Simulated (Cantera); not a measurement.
Cantera run:

```python
import numpy as np
import cantera as ct

gas_names = """
    H HO2 H2 H2O H2O2 O OH O2 O3 Pb PbO Pb2
""".split()
cond_names = """
    H2O(s) H2O(L) Pb(cr) Pb(L) PbO(rd) PbO(yw) PbO(L) PbO2(s) Pb3O4(s)
""".split()


# ... load() reads the species with a 1 bar reference pressure and builds the phases ...
atoms = {
    'Pb': {'Pb': 1},
    'O2': {'O': 2},
    'H2': {'H': 2},
}
top_T = {'Pb3O4(s)': 820}  # K; cautious upper limits of use, not melting points


# ... equilibrate(T, P, feed) seeds the gas with the atoms and calls Mixture.equilibrate('TP', solver="vcs", rtol=1e-11, max_steps=5000) ...
results = []
feed = {'Pb': 1, 'O2': 0.056, 'H2': 0.19}  # mol
T = 998.15  # K
P = 1333.22  # Pa
mix = equilibrate(T, P, feed)
results.append((T, P, feed, dict(zip(mix.species_names, mix.species_moles))))
x = sorted(zip(gas.X, gas.species_names), reverse=True)
print(f"T = {T:g} K  P = {P:g} Pa  gas = {mix.phase_moles(0):.4g} mol")
print("   x: " + "  ".join(f"{s} {v:.3e}" for v, s in x if v > 0.001))
print("   condensed (mol): " + ("  ".join(f"{mix.phase(i).name} {mix.phase_moles(i):.4g}"
      for i in range(1, mix.n_phases) if mix.phase_moles(i) > 1e-12) or "none"))
```

It prints:

```
T = 998.15 K  P = 1333.22 Pa  gas = 0.1902 mol
   x: H2O 5.888e-01  H2 4.100e-01  Pb 1.166e-03
   condensed (mol): Pb(L) 0.9998
```

Equilibrium computed with Cantera from the NASA thermochemical tables; the gas is ideal and each condensed phase is pure.
